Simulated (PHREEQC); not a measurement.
A PHREEQC speciation (ion-association model, phreeqc.dat) at 20 °C gives pH 3.97 and these molalities:

| species | mol/kgw |
|---|---|
| AlSO4+ | 0.0539 |
| SO4-2 | 0.0310 |
| Al(SO4)2- | 0.0175 |
| Al+3 | 0.00836 |
| AlOH+2 | 0.000249 |
| H+ | 0.000131 |
| HSO4- | 0.000128 |
| Al(OH)2+ | 5.34e-6 |

Task: What are the element totals, and what could have been dissolved in 1 kg of water to give them?

Result: One answer among several that fit: totals Al 0.0800, S(6) 0.120 mol/kgw, from 0.04 mol/kgw Al2(SO4)3.

Precipitation was switched off in this run. Examples of supersaturated solids here: Gibbsite (slow to form). Others may be too. Complexes and solids missing from the database can't appear.
